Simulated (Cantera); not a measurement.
Feed: 1 mol Si, 0.44 mol CO2, 100 mol N2, equilibrated at 1373.15 K and 0.133 bar.

Equilibrium computed with Cantera from the NASA thermochemical tables; the gas is ideal and each condensed phase is pure. Candidate condensed phases: C, Si, SiC, SiO2, Si2N2O, Si3N4; 34 gas species. N2 is the only nitrogen source here; it is nearly inert below about 1500 K, so the nitride shown seldom forms there in practice. Kinetics and transport are ignored.

**Question.** What is the equilibrium state?

**Answer.** 
```
Quantity                               Value
--------------------------------  ----------
x(N2)                                  0.996
x(CO)                                0.00380
n(C(graphite))                    0.0600 mol
n(Si2N2O(s))                       0.500 mol
gas amount                         99.88 mol
log10 activity of Si(s) (absent)       -4.14
```
